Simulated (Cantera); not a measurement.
**Iron carbonyl, mercury and lead vapours: Fe(CO)₅ + N₂**

Feed: 1 mol Fe(CO)₅, 66 mol N₂, at 1.33 mbar.

Cantera equilibrium calculation (NASA polynomials, part measured and part estimated; ideal gas, pure solids and liquids). Candidate condensed phases: C, Fe, Fe(CO)₅, FeO, Fe₂O₃, Fe₃O₄; 27 gas species. Condensed phases not in the tables: cementite and carbon dissolved in iron. Equilibrium is a limit: real reactors are often held back by kinetics, nucleation or transport.

From 602 °C to 652 °C the condensed part is C(graphite) + Fe(α). From 702 °C to 902 °C the condensed part is Fe(α). From 952 °C to 1152 °C the condensed part is Fe(γ).

```json
[
 {"T (°C)": "602", "x N₂": "0.930", "x CO": "0.0703", "x CO₂": "7.08e-5", "x Fe": "<1e-12", "n C(graphite)": "0.00503", "n Fe(α)": "1.00", "n Fe(γ)": "0"},
 {"T (°C)": "652", "x N₂": "0.930", "x CO": "0.0704", "x CO₂": "1.99e-5", "x Fe": "<1e-12", "n C(graphite)": "0.00141", "n Fe(α)": "1.00", "n Fe(γ)": "0"},
 {"T (°C)": "702", "x N₂": "0.930", "x CO": "0.0704", "x CO₂": "6.35e-6", "x Fe": "3.17e-12", "n C(graphite)": "0", "n Fe(α)": "1.00", "n Fe(γ)": "0"},
 {"T (°C)": "752", "x N₂": "0.930", "x CO": "0.0704", "x CO₂": "2.27e-6", "x Fe": "3.69e-11", "n C(graphite)": "0", "n Fe(α)": "1.00", "n Fe(γ)": "0"},
 {"T (°C)": "802", "x N₂": "0.930", "x CO": "0.0704", "x CO₂": "8.99e-7", "x Fe": "3.38e-10", "n C(graphite)": "0", "n Fe(α)": "1.00", "n Fe(γ)": "0"},
 {"T (°C)": "852", "x N₂": "0.930", "x CO": "0.0704", "x CO₂": "3.87e-7", "x Fe": "2.52e-9", "n C(graphite)": "0", "n Fe(α)": "1.00", "n Fe(γ)": "0"},
 {"T (°C)": "902", "x N₂": "0.930", "x CO": "0.0704", "x CO₂": "1.79e-7", "x Fe": "1.58e-8", "n C(graphite)": "0", "n Fe(α)": "1.000", "n Fe(γ)": "0"},
 {"T (°C)": "952", "x N₂": "0.930", "x CO": "0.0704", "x CO₂": "8.85e-8", "x Fe": "8.46e-8", "n C(graphite)": "0", "n Fe(α)": "0", "n Fe(γ)": "1.000"},
 {"T (°C)": "1002", "x N₂": "0.930", "x CO": "0.0704", "x CO₂": "4.64e-8", "x Fe": "3.96e-7", "n C(graphite)": "0", "n Fe(α)": "0", "n Fe(γ)": "1.000"},
 {"T (°C)": "1052", "x N₂": "0.930", "x CO": "0.0704", "x CO₂": "2.55e-8", "x Fe": "1.65e-6", "n C(graphite)": "0", "n Fe(α)": "0", "n Fe(γ)": "1.000"},
 {"T (°C)": "1102", "x N₂": "0.930", "x CO": "0.0704", "x CO₂": "1.47e-8", "x Fe": "6.16e-6", "n C(graphite)": "0", "n Fe(α)": "0", "n Fe(γ)": "1.000"},
 {"T (°C)": "1152", "x N₂": "0.930", "x CO": "0.0704", "x CO₂": "8.83e-9", "x Fe": "2.10e-5", "n C(graphite)": "0", "n Fe(α)": "0", "n Fe(γ)": "0.999"}
]
```
x: gas mole fraction; n: condensed amount in mol.
